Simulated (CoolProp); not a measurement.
Vapour-liquid equilibrium of R143a (1) + R1234yf (2) at -104.65 °C; x and y are mole fractions of (1).

Computed with CoolProp (multi-fluid Helmholtz-energy mixture model, Lemmon and Jacobsen 2000 and Lemmon 2022; pair parameters Bell 2016).

Task: Give the bubble pressure and the first vapour's composition at x = 0.2, 0.5, 0.65. Is there an azeotrope?

Result: x = 0.2: 0.0009789 MPa, y = 0.507; x = 0.5: 0.001458 MPa, y = 0.783; x = 0.65: 0.001677 MPa, y = 0.864. No azeotrope shows between x = 0.05 and 0.95.

The pair parameters rest on a limited set of measurements; away from them the model extrapolates.
